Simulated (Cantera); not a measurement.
Input: 1 mol Fe₃O₄, 3 mol CO, 17 mol N₂, equilibrated at 0.0180 bar.

Method: chemical equilibrium by Gibbs-energy minimisation in Cantera with the NASA 1993 tables (ideal gas, pure condensed phases). Candidate condensed phases: C, Fe, Fe(CO)₅, FeO, Fe₂O₃, Fe₃O₄; 27 gas species. The tables' stoichiometric FeO is somewhat more stable than real wüstite, so its field is too wide. FeO: taken at fixed stoichiometry. Equilibrium is a limit: real reactors are often held back by kinetics, nucleation or transport.

Q: At 1750 K, list the 4 most abundant gas species with their mole fractions, and the condensed phases.

A: N₂ 0.850, CO 0.0998, CO₂ 0.0502, Fe 0.000197. Condensed: FeO(l).
